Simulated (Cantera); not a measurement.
# B + N2 + H2 (boron, boron nitride and boron oxide)

Charge: 1 mol B, 31 mol N2, 1.7 mol H2, equilibrated at 875 K and 1.00 bar.

Equilibrium computed with Cantera from the NASA thermochemical tables; the gas is ideal and each condensed phase is pure. Candidate condensed phases: B, BN; 15 gas species. N2 is the only nitrogen source here; it is nearly inert below about 1500 K, so the nitride shown seldom forms there in practice. Kinetics and transport are ignored.

The x(N2) comes out as 0.947. The x(H2) is 0.0528, the x(NH3) comes out as 1.76e-5 and the n(BN(s)) is 1.00 mol. The gas amount is 32.20 mol. The log10 activity of B(s) (absent) is -10.36.
